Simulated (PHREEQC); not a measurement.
Make-up at 25 °C: 3.9 mol NaCl, 0.035 mol MgSO4 and 0.15 mol LiCl per kg of water. Closed to the air; pH follows from the charge balance.

All values are PHREEQC results (Pitzer model, pitzer.dat), not measurements.

Precipitation was switched off in this run.

Task: What activity of water, osmotic coefficient does the model give?

Result: activity of water 0.846; osmotic coefficient 1.135.
